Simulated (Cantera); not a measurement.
**Thermodynamics of abatement and gas-phase synthesis, feed H₂O + H₂**

Charge: 1 mol H₂O, 6 mol H₂, at 38.0 Pa.

Equilibrium computed with Cantera from the NASA thermochemical tables; the gas is ideal and each condensed phase is pure. Candidate condensed phases: H₂O; 9 gas species. Equilibrium is a limit: real reactors are often held back by kinetics, nucleation or transport.

| T (°C) | log p H | log p H₂ | log p H₂O | log p O | log p OH | log p O₂ |
|---|---|---|---|---|---|---|
| 425 | -15.39 | -3.49 | -4.27 | <-15 | <-15 | <-15 |
| 625 | -11.70 | -3.49 | -4.27 | <-15 | <-15 | <-15 |
| 825 | -9.35 | -3.49 | -4.27 | <-15 | -12.48 | <-15 |
| 1025 | -7.71 | -3.49 | -4.27 | -14.62 | -10.38 | <-15 |
| 1225 | -6.51 | -3.49 | -4.27 | -11.92 | -8.83 | -13.03 |
| 1425 | -5.59 | -3.49 | -4.27 | -9.84 | -7.65 | -10.97 |
| 1625 | -4.86 | -3.50 | -4.28 | -8.20 | -6.72 | -9.33 |
| 1825 | -4.29 | -3.56 | -4.31 | -6.85 | -5.97 | -7.97 |
| 2025 | -3.87 | -3.70 | -4.42 | -5.72 | -5.39 | -6.83 |
| 2225 | -3.61 | -4.01 | -4.86 | -4.93 | -5.14 | -6.16 |
| 2425 | -3.49 | -4.49 | -5.86 | -4.65 | -5.45 | -6.41 |
| 2625 | -3.46 | -5.04 | -7.04 | -4.61 | -5.98 | -7.01 |
| 2825 | -3.45 | -5.56 | -8.14 | -4.60 | -6.49 | -7.59 |
log p: log10 of the partial pressure in bar; nothing condenses.

From 425 °C to 2825 °C nothing is condensed.
